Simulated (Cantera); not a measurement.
Feed: 1 mol V2O5, 560 mol H2, at 93.0 mbar.

These are equilibrium values from Cantera (NASA tables, ideal gas, pure condensed phases), not measurements of a reactor. Candidate condensed phases: H2O, V, VO, V2O3, V2O4, V2O5; 12 gas species. Mutual solubility and eutectic melting of coexisting phases are not modelled. VO: taken at fixed stoichiometry. Condensed phases not in the tables: the oxides between V2O3 and V2O5 other than VO2. The numbers say what is thermodynamically allowed, not how fast it happens.

x: gas mole fraction; n: condensed amount in mol.

```json
[
 {"T (K)": "1448", "x H2": "0.996", "x H2O": "0.00357", "x H": "3.02e-5", "x VO2": "…", "n V2O3(s)": "1.00", "n VO(s)": "0"},
 {"T (K)": "1498", "x H2": "0.996", "x H2O": "0.00360", "x H": "5.62e-5", "x VO2": "…", "n V2O3(s)": "0.986", "n VO(s)": "0.0283"},
 {"T (K)": "1548", "x H2": "0.995", "x H2O": "0.00470", "x H": "0.000101", "x VO2": "…", "n V2O3(s)": "0.365", "n VO(s)": "1.27"},
 {"T (K)": "1598", "x H2": "0.994", "x H2O": "0.00536", "x H": "0.000174", "x VO2": "…", "n V2O3(s)": "0", "n VO(s)": "2.00"},
 {"T (K)": "1648", "x H2": "0.994", "x H2O": "0.00536", "x H": "0.000291", "x VO2": "…", "n V2O3(s)": "0", "n VO(s)": "2.00"},
 {"T (K)": "1698", "x H2": "0.994", "x H2O": "0.00536", "x H": "0.000473", "x VO2": "…", "n V2O3(s)": "0", "n VO(s)": "2.00"},
 {"T (K)": "1748", "x H2": "0.994", "x H2O": "0.00535", "x H": "0.000747", "x VO2": "…", "n V2O3(s)": "0", "n VO(s)": "2.00"},
 {"T (K)": "1798", "x H2": "0.993", "x H2O": "0.00535", "x H": "0.00115", "x VO2": "…", "n V2O3(s)": "0", "n VO(s)": "2.00"},
 {"T (K)": "1848", "x H2": "0.993", "x H2O": "0.00535", "x H": "0.00173", "x VO2": "…", "n V2O3(s)": "0", "n VO(s)": "2.00"},
 {"T (K)": "1898", "x H2": "0.992", "x H2O": "0.00534", "x H": "0.00255", "x VO2": "…", "n V2O3(s)": "0", "n VO(s)": "1.99"}
]
```

**Question.** Some entries are withheld; supply them.

**Answer.** 
- 1448, x VO2: 1.05e-9
- 1498, x VO2: 3.93e-9
- 1548, x VO2: 1.54e-8
- 1598, x VO2: 4.89e-8
- 1648, x VO2: 1.28e-7
- 1698, x VO2: 3.14e-7
- 1748, x VO2: 7.30e-7
- 1798, x VO2: 1.62e-6
- 1848, x VO2: 3.42e-6
- 1898, x VO2: 6.94e-6
